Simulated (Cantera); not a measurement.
An isothermal plug-flow reactor at 548 K and 5.00 bar (inlet), inlet velocity 0.75 m/s, active area per volume 330 1/m; feed H2 : O2 : N2 = 0.005 : 0.013 : 0.79 (molar parts), equivalence ratio 0.19.

Cantera simulation using Deutschmann's 1995 Pt surface mechanism with GRI-Mech 3.0 gas chemistry; the numbers are that mechanism's predictions, not measurements. Catalytic surfaces can have several steady states; this one follows from the mechanism file's or the stated starting coverage. Mass transfer to the wall is taken as infinitely fast.

Question: What does this change do: temperature 548 to 475 K?

Answer: 
| quantity | before | after |
|---|---|---|
| x(H2) at z = 0.035 m | 1.92e-5 | 2.27e-5 |
| x(O2) at z = 0.035 m | 0.0130 | 0.0130 |
| x(H2O) at z = 0.035 m | 0.00619 | 0.00618 |
| θ(free Pt) at the exit | 0.00231 | 0.00246 |
| θ(O*) at the exit | 0.992 | 0.982 |
| θ(OH*) at the exit | 0.00609 | 0.0155 |

Question: What does this change do: inlet velocity 0.75 to 0.39 m/s?

Answer: 
| quantity | before | after |
|---|---|---|
| x(H2) at z = 0.035 m | 1.92e-5 | 9.91e-6 |
| x(O2) at z = 0.035 m | 0.0130 | 0.0130 |
| x(H2O) at z = 0.035 m | 0.00619 | 0.00620 |
| θ(free Pt) at the exit | 0.00231 | 0.00122 |
| θ(O*) at the exit | 0.992 | 0.994 |
| θ(OH*) at the exit | 0.00609 | 0.00444 |
